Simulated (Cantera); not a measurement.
An isothermal, constant-pressure homogeneous reactor starts with C2H6 : H2 = 1 : 55 (molar parts), at 1500 K and 0.00819 atm.

Cantera simulation using GRI-Mech 3.0 (53 species, 325 reactions); the numbers are that mechanism's predictions, not measurements. GRI-Mech 3.0 stops at C3 and has no aromatics, soot or wall deposition, so with more carbon than oxygen in the feed, carbon stays in small species such as C2H2 where larger ones or solid carbon would form. Radical loss at walls, strong at low pressure, is not modelled.

One state of this run: x C2H6 = 1.97e-8; x H2 = 0.981; x C2H = 5.61e-9; x CH3 = 1.34e-5; x C2H2 = 0.0155; x C2H4 = 3.61e-5. x: mole fraction; the columns are a selection and need not sum to one.

Q: Which value of t (s) does it belong to?
(A) 0.0548
(B) 87.7
(C) 25.6
(D) 300

A: D, 300
